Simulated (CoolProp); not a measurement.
The fluid at 298.15 K and 5.94 MPa is compressed adiabatically to 34 MPa with isentropic efficiency 0.85. The same conditions are run with several fluids, on thermodynamics alone (safety and materials aside).

Values from CoolProp's reference Helmholtz-energy equation of state of each fluid (ethylene: Smukala 2000; CF4 (R14): Platzer 1990; methane: Setzmann 1991; oxygen: Schmidt 1985). The equations of Platzer and Polt are older, rougher fits.

```json
[
 {"fluid": "ethylene", "work (kJ/kg)": "139", "final temperature (K)": "411.3", "final density (kg/m³)": "306"},
 {"fluid": "CF4 (R14)", "work (kJ/kg)": "___", "final temperature (K)": "___", "final density (kg/m³)": "___"},
 {"fluid": "methane", "work (kJ/kg)": "380", "final temperature (K)": "___", "final density (kg/m³)": "130"},
 {"fluid": "oxygen", "work (kJ/kg)": "211", "final temperature (K)": "___", "final density (kg/m³)": "___"}
]
```

Q: What belongs in the gaps?

A: 
- CF4 (R14), work (kJ/kg): 60.0
- CF4 (R14), final temperature (K): 399.2
- CF4 (R14), final density (kg/m³): 777
- methane, final temperature (K): 465.0
- oxygen, final temperature (K): 520.6
- oxygen, final density (kg/m³): 227

Above 300 K oxygen's equation is extrapolated.
